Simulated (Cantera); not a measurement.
A Cantera script and what it prints.

```python
import numpy as np
import cantera as ct

gas_names = """
    Fe FeO Fe(OH)2 H HO2 H2 H2O H2O2 H2S H2SO4 O OH O2 O3 S SH SO SO2 SO3 S2 S2O S8
""".split()
cond_names = """
    Fe(a) Fe(c) Fe(d) Fe(L) FeO(s) FeO(L) Fe(OH)2(s) Fe(OH)3(s) FeS(a) FeS(b) FeS(c) FeS(L) FeSO4(s)
    FeS2(s) Fe2O3(s) Fe2S3O12(s) Fe3O4(s) H2O(s) H2O(L) H2SO4(L) S(cr1) S(cr2) S(L)
""".split()


def load(file, names, dense=False):
    # The tables refer to 1 bar. Condensed volumes are neglected.
    table = {s.name: s for s in ct.Species.list_from_file(file)}
    out = []
    for n in names:
        d = dict(table[n].input_data)
        d["thermo"] = dict(d["thermo"], **{"reference-pressure": 1e5})
        if dense:
            d["equation-of-state"] = {"model": "constant-volume", "density": "1e6 g/cm^3"}
        out.append(ct.Species.from_dict(d))
    return out


gas = ct.Solution(thermo="ideal-gas", species=load("nasa_gas.yaml", gas_names))
cond = {s.name: ct.Solution(thermo="fixed-stoichiometry", species=[s], name=s.name)
        for s in load("nasa_condensed.yaml", cond_names, dense=True)}
atoms = {
    'Fe': {'Fe': 1},
    'SO2': {'S': 1, 'O': 2},
    'H2': {'H': 2},
}
top_T = {'FeSO4(s)': 950, 'FeS2(s)': 1010, 'Fe2O3(s)': 1830, 'Fe2S3O12(s)': 1100, 'Fe3O4(s)': 1870}  # K; cautious upper limits of use, not melting points


def equilibrate(T, P, feed):
    n = {}
    for name, mol in feed.items():
        for a, k in atoms[name].items():
            n[a] = n.get(a, 0.0) + k * mol
    gas.TPX = T, P, n
    mass = sum(n.values()) * gas.mean_molecular_weight
    gas.equilibrate("TP")
    valid = [c for c in cond.values() if c.min_temp <= T <= top_T.get(c.name, c.max_temp)]
    mix = ct.Mixture([(gas, mass / gas.mean_molecular_weight)] + [(c, 0.0) for c in valid])
    mix.T, mix.P = T, P
    mix.equilibrate("TP", solver="vcs", rtol=1e-11, max_steps=5000)
    return mix


results = []
feed = {'Fe': 1, 'SO2': 0.013, 'H2': 270}  # mol
P = 2200000  # Pa
for T in [1473, 1523, 1573, 1623, 1673, 1723, 1773, 1823, 1873, 1923, 1973]:
    mix = equilibrate(T, P, feed)
    results.append((T, P, feed, dict(zip(mix.species_names, mix.species_moles))))

top = {s: max(r[3][s] / sum(r[3][g] for g in gas_names) for r in results) for s in gas_names}
cols = sorted((s for s in top if top[s] > 0.0001), key=lambda s: -top[s])[:7]
seen = [c for c in cond_names if any(r[3].get(c, 0) > 1e-12 for r in results)]
print("log10 of partial pressures in bar; condensed amounts in mol")
print(f"{'T/K':>10s}" + "".join(f"{s[:9]:>10s}" for s in cols + seen))
for T, P, feed, n in results:
    ng = sum(n[g] for g in gas_names)
    print(f"{T:10.4g}" + "".join(f"{np.log10(max(n[s] / ng * P / 1e5, 1e-99)):10.3f}" for s in cols)
          + "".join(f"{n.get(c, 0):10.4g}" for c in seen))
```

Output:

```
log10 of partial pressures in bar; condensed amounts in mol
       T/K        H2         H     Fe(c)     Fe(d)     Fe(L)
      1473     1.342    -4.227         1         0         0
      1523     1.342    -3.965         1         0         0
      1573     1.342    -3.720         1         0         0
      1623     1.342    -3.489         1         0         0
      1673     1.342    -3.272         0         1         0
      1723     1.342    -3.068         0    0.9999         0
      1773     1.342    -2.875         0    0.9998         0
      1823     1.342    -2.692         0         0    0.9995
      1873     1.342    -2.519         0         0     0.999
      1923     1.342    -2.355         0         0    0.9982
      1973     1.342    -2.199         0         0    0.9967
```

These are equilibrium values from Cantera (NASA tables, ideal gas, pure condensed phases), not measurements of a reactor.
